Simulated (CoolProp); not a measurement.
Vapour-liquid equilibrium of p-xylene (1) + n-decane (2) at 4.71 kPa; x and y are mole fractions of (1).

Values from CoolProp's multi-fluid Helmholtz-energy mixture model, Zhou 2012 and Lemmon 2006; pair parameters Bell 2016.

| x | bubble temperature, mixture model (°C) | bubble temperature, Raoult's law (°C) | y, mixture model | y, Raoult's law |
|---|---|---|---|---|
| 0.05 | 79.7 | 80.3 | 0.186 | 0.168 |
| 0.2 | 71.7 | 72.9 | 0.527 | 0.503 |
| 0.35 | 66.0 | 67.2 | 0.706 | 0.695 |
| 0.5 | 61.6 | 62.6 | 0.815 | 0.815 |
| 0.65 | 58.1 | 58.7 | 0.889 | 0.894 |
| 0.8 | 55.1 | 55.4 | 0.944 | 0.949 |
| 0.95 | 52.5 | 52.6 | 0.987 | 0.989 |

The largest gap from Raoult's law is -1.2 K in bubble temperature, at x = 0.35. No azeotrope shows between x = 0.05 and 0.95.

The pair parameters rest on a limited set of measurements; away from them the model extrapolates.
